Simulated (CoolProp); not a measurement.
Vapour-liquid equilibrium of carbon dioxide (1) + n-butane (2) at 256.8 K; x and y are mole fractions of (1).

Values from CoolProp's multi-fluid Helmholtz-energy mixture model, Span 1996 and Bücker 2006; pair parameters Kunz 2012.

```csv
x,bubble pressure (kPa),y at the bubble point,dew pressure at overall composition x (kPa),liquid density (mol/L)
0.05,257.6,0.791,55.99,10.67
0.15,649.6,0.916,62.69,10.90
0.25,973.9,0.944,71.19,11.32
0.35,1216,0.955,82.28,11.93
0.45,1390,0.962,97.39,12.74
0.55,1523,0.966,119.2,13.79
0.65,1639,0.971,153.5,15.11
0.75,1761,0.975,215.3,16.78
0.85,1905,0.982,360.6,18.87
0.95,2087,0.992,1090,21.50
```

No azeotrope shows between x = 0.05 and 0.95.

Pair parameters are fitted to limited data, so mixtures are less certain than the pure fluids. With so large a gap from Raoult's law the liquid may split in two, which this calculation doesn't test in full.
